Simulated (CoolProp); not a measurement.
A single-stage vapour-compression cycle with R407C: evaporating at 228.15 K (dew point), condensing at 295.15 K (bubble point), superheat 0 K, subcooling 5 K, compressor efficiency 0.6, no pressure losses. Each further row changes one setting.

Model: reference Helmholtz-energy equation of state, Lemmon 2003, in CoolProp. It is a pseudo-pure fit of the blend.

```tsv
case	cooling COP	pressure ratio	discharge temperature (K)	refrigerating effect (kJ/kg)	volumetric capacity (kJ/m³)
as stated	1.37	16.6	378.2	160	496
evaporating temperature 233.15 K	1.54	___	___	163	645
condensing temperature 290.15 K	1.52	14.4	___	167	519
subcooling 10 K	1.43	16.6	378.2	167	519
superheat 10 K	1.37	16.6	391.0	___	495
compressor efficiency 0.5	1.14	16.6	400.8	160	496
```

What belongs in the gaps?


- evaporating temperature 233.15 K, pressure ratio: 12.8
- evaporating temperature 233.15 K, discharge temperature (K): 370.1
- condensing temperature 290.15 K, discharge temperature (K): 370.3
- superheat 10 K, refrigerating effect (kJ/kg): 168
